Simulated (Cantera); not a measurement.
**Premixed flame**

A freely propagating, adiabatic, planar premixed flame of 8.73 % CH4, 17.8 % O2, 67.0 % N2, 5.41 % H2O, 1.05 % H2, unburnt at 700 K and 410000 Pa; mixture-averaged transport, grid criteria slope 0.08 and curve 0.16, no radiation.

Computed with Cantera and GRI-Mech 3.0 (53 species, 325 reactions). Burning velocities carry a grid error of a few per cent, more on coarse grids.

```json
[
 {"z (mm)": "-0.349", "T (K)": "700", "u (m/s)": "0.991", "x CH4": "0.0872", "x O2": "0.178", "x H2O": "0.0542", "x O": "<1e-8", "x HCN": "<1e-8", "x C2H4": "5.19e-8"},
 {"z (mm)": "-0.233", "T (K)": "704", "u (m/s)": "0.998", "x CH4": "0.0868", "x O2": "0.178", "x H2O": "0.0550", "x O": "<1e-8", "x HCN": "<1e-8", "x C2H4": "9.81e-7"},
 {"z (mm)": "-0.175", "T (K)": "715", "u (m/s)": "1.02", "x CH4": "0.0859", "x O2": "0.177", "x H2O": "0.0568", "x O": "<1e-8", "x HCN": "1.14e-8", "x C2H4": "4.27e-6"},
 {"z (mm)": "-0.116", "T (K)": "783", "u (m/s)": "1.12", "x CH4": "0.0811", "x O2": "0.171", "x H2O": "0.0665", "x O": "2.17e-8", "x HCN": "9.95e-8", "x C2H4": "3.81e-5"},
 {"z (mm)": "-0.0582", "T (K)": "1143", "u (m/s)": "1.65", "x CH4": "0.0572", "x O2": "0.139", "x H2O": "0.109", "x O": "5.90e-6", "x HCN": "9.27e-7", "x C2H4": "0.000357"},
 {"z (mm)": "-0.0291", "T (K)": "1527", "u (m/s)": "2.21", "x CH4": "0.0311", "x O2": "0.0999", "x H2O": "0.151", "x O": "7.30e-5", "x HCN": "2.32e-6", "x C2H4": "0.000721"},
 {"z (mm)": "0", "T (K)": "1903", "u (m/s)": "2.77", "x CH4": "0.00682", "x O2": "0.0540", "x H2O": "0.191", "x O": "0.000543", "x HCN": "4.73e-6", "x C2H4": "0.000369"},
 {"z (mm)": "0.0291", "T (K)": "2071", "u (m/s)": "3.01", "x CH4": "0.000389", "x O2": "0.0283", "x H2O": "0.208", "x O": "0.00167", "x HCN": "4.07e-6", "x C2H4": "1.33e-5"},
 {"z (mm)": "0.0582", "T (K)": "2136", "u (m/s)": "3.09", "x CH4": "1.15e-5", "x O2": "0.0198", "x H2O": "0.212", "x O": "0.00207", "x HCN": "1.55e-6", "x C2H4": "1.16e-7"},
 {"z (mm)": "0.116", "T (K)": "2212", "u (m/s)": "3.18", "x CH4": "1.55e-8", "x O2": "0.0147", "x H2O": "0.216", "x O": "0.00168", "x HCN": "1.87e-7", "x C2H4": "<1e-8"},
 {"z (mm)": "0.233", "T (K)": "2288", "u (m/s)": "3.28", "x CH4": "<1e-8", "x O2": "0.0111", "x H2O": "0.221", "x O": "0.00107", "x HCN": "<1e-8", "x C2H4": "<1e-8"},
 {"z (mm)": "0.466", "T (K)": "2347", "u (m/s)": "3.35", "x CH4": "<1e-8", "x O2": "0.00836", "x H2O": "0.226", "x O": "0.000631", "x HCN": "<1e-8", "x C2H4": "<1e-8"},
 {"z (mm)": "0.932", "T (K)": "2382", "u (m/s)": "3.39", "x CH4": "<1e-8", "x O2": "0.00656", "x H2O": "0.229", "x O": "0.000414", "x HCN": "<1e-8", "x C2H4": "<1e-8"}
]
```
x: mole fraction of selected species; z is measured from the peak of heat release.

| Quantity | Value |
|---|---|
| laminar burning velocity | 99.0 cm/s |
| thermal thickness | 0.116 mm |
| peak x(O) | 0.00207 |
| peak x(HCN) | 5.17e-6 |
| peak x(C2H4) | 0.000747 |
| grid points | 140 |
